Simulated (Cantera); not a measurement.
**Premixed flame**

A freely propagating, adiabatic, planar premixed flame of H₂ : O₂ : N₂ = 1 : 0.179 : 0.661 (molar parts), equivalence ratio 2.8, unburnt at 700 K and 100.0 Torr; unity-Lewis-number transport, grid criteria slope 0.08 and curve 0.16, no radiation.

Computed with Cantera and the H2/O2 subset of GRI-Mech 3.0, which has no nitrogen chemistry. Unity Lewis numbers drop preferential diffusion, which matters most where H2 and H carry the flame. Burning velocities carry a grid error of a few per cent, more on coarse grids.

```
z (mm)  T (K)  u (m/s)   x H₂      x O₂       x O    x H₂O   x H₂O₂      x OH
------  -----  -------  -----  --------  --------  -------  -------  --------
-19.1     700     5.49  0.543    0.0973     <1e-8    <1e-8    <1e-8     <1e-8
-12.7     700     5.49  0.543    0.0973     <1e-8    <1e-8    <1e-8     <1e-8
-9.54     700     5.49  0.543    0.0973     <1e-8  3.40e-8    <1e-8     <1e-8
-6.36     700     5.49  0.543    0.0973     <1e-8  2.65e-6    <1e-8     <1e-8
-3.18     707     5.55  0.543    0.0968   3.70e-6  0.00107  9.47e-8   2.58e-6
-1.59     798     6.23  0.524    0.0883  0.000166   0.0188  7.72e-8   7.60e-5
0        1111     8.53  0.389    0.0348   0.00197    0.126  6.72e-8  0.000957
1.59     1316     9.99  0.305   0.00243  0.000841    0.194  3.48e-8   0.00132
3.18     1404     10.6  0.306  0.000305  0.000562    0.200  3.42e-8   0.00156
6.36     1508     11.3  0.317  0.000157  0.000532    0.201  3.50e-8   0.00190
12.7     1624     12.0  0.329  0.000131  0.000466    0.203  2.92e-8   0.00219
25.5     1742     12.8  0.341   9.56e-5  0.000356    0.205  1.93e-8   0.00230
50.9     1852     13.5  0.353   6.05e-5  0.000234    0.207  1.08e-8   0.00217
```
x: mole fraction of selected species; z is measured from the peak of heat release.

```
Quantity                     Value
------------------------  --------
laminar burning velocity  549 cm/s
thermal thickness          6.36 mm
peak x(O)                  0.00203
peak x(H₂O₂)               1.21e-7
peak x(OH)                 0.00231
grid points                    129
```
